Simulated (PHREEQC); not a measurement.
**Copper plating or etch bath (model solution)**

Consider water at 25 °C with 0.16 mol/kgw CuCl2, 0.25 mol/kgw H2SO4 and 0.0069 mol/kgw H3BO3. Closed to the air; pH follows from the charge balance.

All values are PHREEQC results (ion-association model, phreeqc.dat), not measurements.

Each row changes one thing in this solution. No solid was allowed to form.

```json
[
 {"case": "as made", "pH": "0.63", "ionic strength (mol/kgw)": "0.701", "HSO4- (mol/kgw)": "0.188", "SO4-2 (mol/kgw)": "0.0345"},
 {"case": "H3BO3 replaced by NaBF4 at the same molality", "pH": "0.63", "ionic strength (mol/kgw)": "0.706", "HSO4- (mol/kgw)": "0.188", "SO4-2 (mol/kgw)": "0.0348"},
 {"case": "diluted 2-fold with water", "pH": "0.90", "ionic strength (mol/kgw)": "0.365", "HSO4- (mol/kgw)": "0.0872", "SO4-2 (mol/kgw)": "0.0223"},
 {"case": "H3BO3 from 0.0069 to 0.0345 mol/kgw", "pH": "0.63", "ionic strength (mol/kgw)": "0.701", "HSO4- (mol/kgw)": "0.188", "SO4-2 (mol/kgw)": "0.0345"},
 {"case": "0.03 mol/kgw CO2 added", "pH": "0.63", "ionic strength (mol/kgw)": "0.701", "HSO4- (mol/kgw)": "0.188", "SO4-2 (mol/kgw)": "0.0345"},
 {"case": "CuCl2 left out", "pH": "0.66", "ionic strength (mol/kgw)": "0.311", "HSO4- (mol/kgw)": "0.220", "SO4-2 (mol/kgw)": "0.0305"},
 {"case": "H3BO3 replaced by Na2B4O7 at the same molality", "pH": "0.65", "ionic strength (mol/kgw)": "0.702", "HSO4- (mol/kgw)": "0.186", "SO4-2 (mol/kgw)": "0.0355"},
 {"case": "H3BO3 left out", "pH": "0.63", "ionic strength (mol/kgw)": "0.701", "HSO4- (mol/kgw)": "0.188", "SO4-2 (mol/kgw)": "0.0345"},
 {"case": "temperature from 25 to 50 °C", "pH": "0.66", "ionic strength (mol/kgw)": "0.641", "HSO4- (mol/kgw)": "0.210", "SO4-2 (mol/kgw)": "0.0231"}
]
```

The ionic strength passes 0.7 mol/kgw, the rough limit of the ion-association models, in as made; H3BO3 replaced by NaBF4 at the same molality; H3BO3 from 0.0069 to 0.0345 mol/kgw; 0.03 mol/kgw CO2 added; H3BO3 replaced by Na2B4O7 at the same molality; H3BO3 left out. At this temperature some constants are extrapolated from 25 °C, and those without enthalpy data are left unchanged. Real BF4- forms and hydrolyses slowly; the run takes it at equilibrium.
